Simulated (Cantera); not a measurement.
**Stirred combustor or abatement burner**

A perfectly stirred reactor is fed with 15.3 % CO, 15.3 % H₂, 10.2 % O₂, 59.2 % N₂, at 1000000 Pa; it is adiabatic with a 425 K inlet, and is followed from long to short residence time, starting on the burning branch (τ in s: 0.063, 0.026, 0.011, 0.0047, 0.002, 0.00084, 0.00035, 0.00015, 6.3e-05, 2.7e-05).

Detailed kinetics in Cantera: GRI-Mech 3.0 (53 species, 325 reactions). The hydrogen kinetics of GRI-Mech 3.0 are dated; newer H2 mechanisms differ, most at raised pressure.

```csv
τ (s),T (K),x CO,x H₂,x O₂,x HO₂,x O,x H₂O₂
0.063,2024,0.0841,0.0293,3.92e-5,2.78e-8,1.32e-6,6.27e-9
0.026,2023,0.0841,0.0293,6.60e-5,6.57e-8,2.93e-6,1.33e-8
0.011,2020,0.0841,0.0293,0.000109,1.50e-7,6.50e-6,2.69e-8
0.0047,2016,0.0842,0.0293,0.000182,3.31e-7,1.44e-5,5.21e-8
0.0020,2009,0.0843,0.0293,0.000309,7.03e-7,3.16e-5,9.56e-8
0.00084,1999,0.0845,0.0293,0.000536,1.45e-6,6.94e-5,1.67e-7
0.00035,1983,0.0849,0.0293,0.000948,2.88e-6,0.000150,2.80e-7
0.00015,1958,0.0858,0.0294,0.00166,5.48e-6,0.000309,4.48e-7
6.3e-5,1918,0.0874,0.0295,0.00298,1.05e-5,0.000616,7.17e-7
2.7e-5,1859,0.0908,0.0298,0.00529,2.01e-5,0.00113,1.16e-6
```
x: mole fraction; the columns are a selection and need not sum to one.
